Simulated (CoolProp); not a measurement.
Vapour-liquid equilibrium of R1234yf (1) + R1234ze(E) (2) at 225.9 K; x and y are mole fractions of (1).

Computed with CoolProp (multi-fluid Helmholtz-energy mixture model, Lemmon 2022 and Thol 2016; pair parameters Bell 2022).

| x | bubble pressure (bar) | y at the bubble point | dew pressure at overall composition x (bar) | liquid density (mol/L) |
|---|---|---|---|---|
| 0.05 | 0.2566 | 0.089 | 0.2517 | 11.97 |
| 0.2 | 0.2871 | 0.310 | 0.2712 | 11.90 |
| 0.35 | 0.3154 | 0.485 | 0.2932 | 11.83 |
| 0.5 | 0.3424 | 0.631 | 0.3180 | 11.76 |
| 0.65 | 0.3690 | 0.758 | 0.3462 | 11.68 |
| 0.8 | 0.3955 | 0.870 | 0.3785 | 11.60 |
| 0.95 | 0.4221 | 0.970 | 0.4166 | 11.53 |

No azeotrope shows between x = 0.05 and 0.95.

The pair parameters rest on a limited set of measurements; away from them the model extrapolates.
